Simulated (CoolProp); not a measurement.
R410A along the isotherm 500 K: Z from the reference equation and from simpler models built on Tc = 344.5 K, pc = 49.01 bar, ω = 0.296; each cubic takes its own stable root.

The numbers come from the reference Helmholtz-energy equation of state, Lemmon 2003 in CoolProp. It is a pseudo-pure fit of the blend.

```json
[
 {"p (bar)": "40.8", "phase": "gas", "reference": "0.9275", "Redlich-Kwong": "0.9118", "Soave-Redlich-Kwong": "0.9442", "Peng-Robinson": "0.9264"},
 {"p (bar)": "81.7", "phase": "supercritical", "reference": "0.8638", "Redlich-Kwong": "0.8348", "Soave-Redlich-Kwong": "0.9027", "Peng-Robinson": "0.8722"},
 {"p (bar)": "123", "phase": "supercritical", "reference": "0.8154", "Redlich-Kwong": "0.7835", "Soave-Redlich-Kwong": "0.8812", "Peng-Robinson": "0.8418"},
 {"p (bar)": "163", "phase": "supercritical", "reference": "0.7913", "Redlich-Kwong": "0.7690", "Soave-Redlich-Kwong": "0.8812", "Peng-Robinson": "0.8355"},
 {"p (bar)": "204", "phase": "supercritical", "reference": "0.7906", "Redlich-Kwong": "0.7847", "Soave-Redlich-Kwong": "0.8995", "Peng-Robinson": "0.8477"},
 {"p (bar)": "245", "phase": "supercritical", "reference": "0.8083", "Redlich-Kwong": "0.8195", "Soave-Redlich-Kwong": "0.9310", "Peng-Robinson": "0.8731"},
 {"p (bar)": "286", "phase": "supercritical", "reference": "0.8385", "Redlich-Kwong": "0.8645", "Soave-Redlich-Kwong": "0.9712", "Peng-Robinson": "0.9070"},
 {"p (bar)": "327", "phase": "supercritical", "reference": "0.8772", "Redlich-Kwong": "0.9150", "Soave-Redlich-Kwong": "1.017", "Peng-Robinson": "0.9465"},
 {"p (bar)": "368", "phase": "supercritical", "reference": "0.9213", "Redlich-Kwong": "0.9686", "Soave-Redlich-Kwong": "1.066", "Peng-Robinson": "0.9894"},
 {"p (bar)": "408", "phase": "supercritical", "reference": "0.9676", "Redlich-Kwong": "1.023", "Soave-Redlich-Kwong": "1.116", "Peng-Robinson": "1.034"},
 {"p (bar)": "449", "phase": "supercritical", "reference": "1.017", "Redlich-Kwong": "1.079", "Soave-Redlich-Kwong": "1.169", "Peng-Robinson": "1.080"},
 {"p (bar)": "490", "phase": "supercritical", "reference": "1.068", "Redlich-Kwong": "1.136", "Soave-Redlich-Kwong": "1.223", "Peng-Robinson": "1.128"}
]
```
